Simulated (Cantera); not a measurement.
A freely propagating, adiabatic, planar premixed flame of 25.0 % H2, 15.6 % O2, 59.4 % N2, unburnt at 475 K and 39000 Pa; mixture-averaged transport, grid criteria slope 0.08 and curve 0.16, no radiation.

Detailed kinetics in Cantera: the H2/O2 subset of GRI-Mech 3.0, which has no nitrogen chemistry. Burning velocities carry a grid error of a few per cent, more on coarse grids.

Task: Predict: laminar burning velocity; thermal thickness; peak x(HO2); peak x(H2O2); peak x(O).

Result: 
```
Item                        Result
------------------------  --------
laminar burning velocity  375 cm/s
thermal thickness          1.43 mm
peak x(HO2)               0.000199
peak x(H2O2)               2.02e-5
peak x(O)                   0.0140
```
